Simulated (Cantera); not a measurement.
## HMDSO + N2O (silicon oxide and oxynitride deposition)

A closed system holds: 1 mol HMDSO, 0.42 mol N2O, at 0.133 bar.

Cantera equilibrium calculation (NASA polynomials, part measured and part estimated; ideal gas, pure solids and liquids). Candidate condensed phases: C, C6H6, C7H8, C8H18, H2O, Si, SiC, SiO2, Si2N2O, Si3N4; 151 gas species. The feed counts by its element totals alone. Mutual solubility and eutectic melting of coexisting phases are not modelled. The tables hold silica as quartz up to 1696 K and as liquid above; real silica turns to tridymite and cristobalite and melts near 1996 K. Equilibrium is a limit: real reactors are often held back by kinetics, nucleation or transport.

From 875 K to 1425 K the condensed part is C(graphite) + SiC(s) + SiO2(β-quartz) + Si2N2O(s). From 1475 K to 1525 K the condensed part is C(graphite) + SiC(s) + Si2N2O(s).

```csv
T (K),x H2,x CO,x CH4,x N2,n C(graphite),n SiC(s),n SiO2(β-quartz),n Si2N2O(s)
875,0.948,4.98e-9,0.0523,<1e-12,4.89,0.660,0.500,0.420
925,0.971,4.81e-8,0.0285,6.66e-12,5.09,0.660,0.500,0.420
975,0.984,3.66e-7,0.0162,8.36e-11,5.20,0.660,0.500,0.420
1025,0.990,2.28e-6,0.00961,8.17e-10,5.25,0.660,0.500,0.420
1075,0.994,1.20e-5,0.00594,6.43e-9,5.29,0.660,0.500,0.420
1125,0.996,5.41e-5,0.00382,4.21e-8,5.31,0.660,0.500,0.420
1175,0.997,0.000214,0.00254,2.34e-7,5.31,0.661,0.499,0.420
1225,0.997,0.000758,0.00174,1.13e-6,5.31,0.663,0.497,0.420
1275,0.996,0.00242,0.00123,4.79e-6,5.30,0.671,0.489,0.420
1325,0.992,0.00707,0.000881,1.82e-5,5.24,0.692,0.468,0.420
1375,0.980,0.0191,0.000638,6.28e-5,5.07,0.748,0.413,0.419
1425,0.951,0.0479,0.000455,0.000198,4.65,0.889,0.274,0.418
1475,0.898,0.100,0.000313,0.000646,3.82,1.17,0,0.413
1525,0.893,0.103,0.000242,0.00380,3.73,1.24,0,0.381
```
x: gas mole fraction; n: condensed amount in mol.
